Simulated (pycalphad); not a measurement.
Effect of Cu content in Si-Cu

Computed with pycalphad from the COST 507 light-alloy database (1999), at 1 atm. The data set is of 1999 and partly superseded. Amounts are mole fractions of atoms. Diffusion is slow at the low end, where real alloys seldom reach equilibrium.

```tsv
alloy	liquidus (K)	first solid	solidus (K)	phases at 500 K
Si-5.85Cu (at.%)	1656	diamond (Si)	1074	diamond (Si) 0.92, CU19SI6_ETA 0.08
Si-7.8Cu (at.%)	1645	diamond (Si)	1074	diamond (Si) 0.90, CU19SI6_ETA 0.10
Si-11.7Cu (at.%)	1621	diamond (Si)	1074	diamond (Si) 0.85, CU19SI6_ETA 0.15
Si-15.6Cu (at.%)	1595	diamond (Si)	1074	diamond (Si) 0.79, CU19SI6_ETA 0.21
Si-23.4Cu (at.%)	1541	diamond (Si)	1074	diamond (Si) 0.69, CU19SI6_ETA 0.31
Si-31.2Cu (at.%)	?	diamond (Si)	1074	?
```

Q: Complete the blanks.

A: 
- Si-31.2Cu (at.%), liquidus (K): 1485
- Si-31.2Cu (at.%), phases at 500 K: diamond (Si) 0.59, CU19SI6_ETA 0.41

Database names, with the compositions (at.%) that they take in these runs: CU19SI6_ETA: Cu 76 Si 24.
